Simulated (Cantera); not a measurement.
Feed: 1 mol Ti, 0.12 mol CH4, 13 mol H2, equilibrated at 0.360 bar.

Method: chemical equilibrium by Gibbs-energy minimisation in Cantera with the NASA 1993 tables (ideal gas, pure condensed phases). Candidate condensed phases: C, C6H6, C7H8, C8H18, Ti, TiC; 77 gas species. Mutual solubility and eutectic melting of coexisting phases are not modelled. TiC: taken at fixed stoichiometry. Condensed phases not in the tables: N, O or C dissolved in the metal. Rates play no part. All values below are at 1825 K.

Base state: H2 0.999, H 0.000734 (mole fractions); condensed: Ti(β) + TiC(s).

What changes in the equilibrium state with this change: Ti replaced by Ti(OiPr)4?


```tsv
species	before	after
H2	0.999	0.871
CO	0	0.128
H	0.000734	0.000685
CH4	6.36e-9	0.000194
C2H2 (acetylene)	<1e-9	0.000187
H2O	0	1.01e-5
Ti(β), mol	0.880	0
TiC(s), mol	0.120	1.00
C(graphite), mol	0	7.10
```
The feed counts by its element totals alone. Further candidate phases: H2O, TiO, TiO2, Ti2O3, Ti3O5, Ti4O7.
